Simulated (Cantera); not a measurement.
A Cantera script and its output.

```python
import numpy as np
import cantera as ct

surf = ct.Interface("ptcombust.yaml", "Pt_surf")
gas = surf.adjacent["gas"]
gas.TPX = 300, 6400, {'CH4': 0.063, 'O2': 0.059, 'N2': 0.79}
jet = ct.ImpingingJet(gas=gas, width=0.055, surface=surf)
jet.inlet.mdot, jet.inlet.T, jet.inlet.X = 0.15, 300, {'CH4': 0.063, 'O2': 0.059, 'N2': 0.79}
jet.set_refine_criteria(ratio=10, slope=0.2, curve=0.3)
show, cover = ['CH4', 'O2', 'H2O', 'OH', 'CO', 'CO2'], ["PT(S)", "H(S)", "O(S)", "OH(S)", "CO(S)", "C(S)"]

rows = []
print(f"{'Ts/K':>7s}" + "".join(f"{s:>11s}" for s in show + cover) + "   (gas at the wall, coverages)")
for i, Ts in enumerate([900, 950, 1000, 1050, 1100, 1150, 1200, 1250]):
    jet.surface.T = Ts
    if i == 0:
        surf.TP = Ts, 6400
        surf.coverages = "PT(S):0.5, O(S):0.5"
        surf.advance_coverages(1.0)
        jet.set_initial_guess(products="inlet")
    jet.solve(loglevel=0, auto=(i == 0))
    rows.append([*(jet.X[gas.species_index(s), -1] for s in show), *surf[cover].coverages])
    print(f"{Ts:7g}" + "".join(f"{x:11.3e}" for x in rows[-1]))
```

Result:

```
   Ts/K        CH4         O2        H2O         OH         CO        CO2      PT(S)       H(S)       O(S)      OH(S)      CO(S)       C(S)   (gas at the wall, coverages)
    900  3.219e-02  1.049e-02  6.019e-02  1.872e-11  3.853e-02  4.234e-05  3.926e-01  1.219e-03  2.994e-07  1.009e-06  1.288e-01  4.774e-01
    950  2.627e-02  8.283e-03  5.826e-02  5.415e-11  4.462e-02  4.534e-05  4.637e-01  1.688e-03  2.375e-07  8.597e-07  8.369e-02  4.509e-01
   1000  1.772e-02  5.423e-03  5.499e-02  1.640e-10  5.335e-02  8.890e-05  6.036e-01  2.128e-03  2.712e-07  9.668e-07  7.456e-02  3.197e-01
   1050  1.097e-02  3.404e-03  5.186e-02  5.509e-10  6.009e-02  2.835e-04  7.947e-01  2.343e-03  5.147e-07  1.372e-06  6.920e-02  1.337e-01
   1100  8.676e-03  2.779e-03  5.034e-02  1.876e-09  6.205e-02  7.370e-04  9.054e-01  2.178e-03  1.143e-06  1.901e-06  4.712e-02  4.533e-02
   1150  7.996e-03  2.629e-03  4.929e-02  5.832e-09  6.211e-02  1.494e-03  9.534e-01  1.918e-03  2.362e-06  2.434e-06  2.817e-02  1.654e-02
   1200  7.807e-03  2.623e-03  4.817e-02  1.642e-08  6.134e-02  2.629e-03  9.752e-01  1.678e-03  4.510e-06  2.964e-06  1.649e-02  6.626e-03
   1250  7.800e-03  2.672e-03  4.681e-02  4.209e-08  6.000e-02  4.208e-03  9.858e-01  1.475e-03  8.029e-06  3.480e-06  9.764e-03  2.905e-03
```

Model: Deutschmann's 1995 Pt surface mechanism with GRI-Mech 3.0 gas chemistry, integrated in Cantera. Catalytic surfaces can have several steady states; this one follows from the mechanism file's or the stated starting coverage.
